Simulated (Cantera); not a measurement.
Feed: 1 mol SiO2, 1.7 mol C, 4 mol N2, held at 1.00 Torr.

These are equilibrium values from Cantera (NASA tables, ideal gas, pure condensed phases), not measurements of a reactor. Candidate condensed phases: C, Si, SiC, SiO2, Si2N2O, Si3N4; 34 gas species. N2 is the only nitrogen source here; it is nearly inert below about 1500 K, so the nitride shown seldom forms there in practice. Mutual solubility and eutectic melting of coexisting phases are not modelled. The tables' values for SiN are old estimates; treat these amounts as uncertain. Equilibrium is a limit: real reactors are often held back by kinetics, nucleation or transport.

x: gas mole fraction; n: condensed amount in mol.

| T (°C) | x N2 | x CO | x SiO | x Si | x Si2C | x Si2 | n C(graphite) | n Si2N2O(s) | n SiC(s) |
|---|---|---|---|---|---|---|---|---|---|
| 927 | 0.700 | 0.300 | 3.87e-7 | <1e-12 | <1e-12 | <1e-12 | 0.200 | 0.500 | 0 |
| 1027 | 0.700 | 0.300 | 9.68e-6 | 4.17e-12 | <1e-12 | <1e-12 | 0.200 | 0.500 | 0 |
| 1127 | 0.700 | 0.300 | 0.000152 | 1.20e-9 | <1e-12 | <1e-12 | 0.200 | 0.500 | 0 |
| 1227 | 0.694 | 0.303 | 0.00231 | 1.13e-7 | ? | 2.09e-12 | 0 | 0.425 | 0.137 |
| 1327 | 0.687 | 0.282 | 0.0316 | 4.78e-6 | ? | 7.78e-10 | 0 | 0.321 | 0.190 |
| 1427 | 0.667 | 0.225 | 0.108 | 8.19e-5 | ? | 5.77e-8 | 0 | 0 | 0.350 |
| 1527 | 0.666 | 0.225 | 0.108 | 0.000533 | ? | 7.21e-7 | 0 | 0 | 0.348 |
| 1627 | 0.665 | 0.226 | 0.107 | 0.00283 | ? | 6.78e-6 | 0 | 0 | 0.341 |
| 1727 | 0.658 | 0.229 | 0.100 | 0.0123 | ? | 4.80e-5 | 0 | 0 | 0.309 |
| 1827 | 0.637 | 0.237 | 0.0810 | 0.0423 | ? | 0.000233 | 0 | 0 | 0.197 |
| 1927 | 0.602 | 0.252 | 0.0497 | 0.0914 | ? | 0.000483 | 0 | 0 | 0 |
| 2027 | 0.598 | 0.253 | 0.0459 | 0.101 | ? | 0.000281 | 0 | 0 | 0 |
| 2127 | 0.597 | 0.254 | 0.0450 | 0.103 | ? | 0.000149 | 0 | 0 | 0 |
| 2227 | 0.597 | 0.254 | 0.0449 | 0.104 | ? | 8.09e-5 | 0 | 0 | 0 |

Q: Some entries are withheld; supply them.

A: 
- 1227, x Si2C: 1.73e-10
- 1327, x Si2C: 1.52e-8
- 1427, x Si2C: 4.94e-7
- 1527, x Si2C: 5.66e-6
- 1627, x Si2C: 4.95e-5
- 1727, x Si2C: 0.000337
- 1827, x Si2C: 0.00173
- 1927, x Si2C: 0.00364
- 2027, x Si2C: 0.000776
- 2127, x Si2C: 0.000145
- 2227, x Si2C: 2.91e-5
